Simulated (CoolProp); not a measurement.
Vapour-liquid equilibrium of cyclohexane (1) + o-xylene (2) at 0.022 MPa; x and y are mole fractions of (1).

Computed with CoolProp (multi-fluid Helmholtz-energy mixture model, Zhou 2014 and Zhou 2012; pair parameters Bell 2016).

Give the bubble temperature and the first vapour's composition at x = 0.425, 0.575, 0.8. Is there an azeotrope?

x = 0.425: 324.8 K, y = 0.894; x = 0.575: 319.9 K, y = 0.933; x = 0.8: 314.5 K, y = 0.970. No azeotrope shows between x = 0.05 and 0.95.

Pair parameters are fitted to limited data, so mixtures are less certain than the pure fluids.
